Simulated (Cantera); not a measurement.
A closed system holds: 1 mol B₂O₃, 4.6 mol NF₃, 0.16 mol O₂, 16 mol HF, held at 1277 °C and 12.0 Pa.

These are equilibrium values from Cantera (NASA tables, ideal gas, pure condensed phases), not measurements of a reactor. Candidate condensed phases: B, BN, B₂O₃, B₃O₃H₃, H₂O; 62 gas species. The numbers say what is thermodynamically allowed, not how fast it happens.

Base state: HF 0.538, F 0.262, N₂ 0.0772, BF₃ 0.0672, O₂ 0.0556, NO 0.000250, O 0.000168 (mole fractions); condensed: gas only.

Problem. What changes in the equilibrium state with this change: NF₃ from 4.6 to 3 mol?

Solution. 
```tsv
species	before	after
HF	0.538	0.662
F	0.262	0.124
BF₃	0.0672	0.0828
N₂	0.0772	0.0620
O₂	0.0556	0.0685
O	0.000168	0.000187
NO	0.000250	0.000248
```
